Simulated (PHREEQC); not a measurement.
Model water analysis in mmol/kgw, 5 °C, pH 6.77, pe 9.6:

| constituent | mmol/kgw |
|---|---|
| Na | 0.0118 |
| K | 0.0429 |
| Ca | 0.0318 |
| Mg | 0.00478 |
| Cl | 0.0608 |
| S(6) | 0.0336 |
| Alkalinity (meq/kgw) | 0.00256 |
| Ba | 0.000214 |
| Zn | 2.31e-05 |
| Br | 0.00257 |
| O(0) (counted as O atoms) | 0.000456 |
| N(5) | 0.000148 |

Valence states are taken as typed.

All values are PHREEQC results (ion-association model, phreeqc.dat), not measurements.

This is a speciation only: nothing precipitates in the calculation.

Predict the charge-balance error.

charge-balance error -1.9 %.

In which forms is C present?

HCO3- 65 %, CO2 35 % of the C.

Away from 25 °C the constants follow the database's enthalpies or fits; those with neither stay at their 25 °C values.
